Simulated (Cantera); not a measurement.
A perfectly stirred reactor is fed with CH4 : H2O : H2 = 1 : 4.1 : 1.4 (molar parts), at 23.0 bar; it is held at 1975 K, and followed from long to short residence time.

Cantera simulation using GRI-Mech 3.0 (53 species, 325 reactions); the numbers are that mechanism's predictions, not measurements. The pressure lies above the range GRI-Mech 3.0 was tuned for (to about 10 atm).

**Question.** What does this change do: temperature 1975 to 1425 K?

**Answer.** 
```csv
quantity,before,after
x(CH4) at τ = 5.20 s,0.000129,0.135
x(H2O) at τ = 5.20 s,0.350,0.600
x(H2) at τ = 5.20 s,0.532,0.252
x(CO2) at τ = 5.20 s,0.0150,0.00512
x(HCO) at τ = 5.20 s,1.86e-7,1.96e-10
x(CH4) at τ = 53.0 ms,0.00775,0.150
x(H2O) at τ = 53.0 ms,0.366,0.629
x(H2) at τ = 53.0 ms,0.515,0.219
x(CO2) at τ = 53.0 ms,0.0150,1.06e-5
x(HCO) at τ = 53.0 ms,1.70e-7,7.37e-12
```
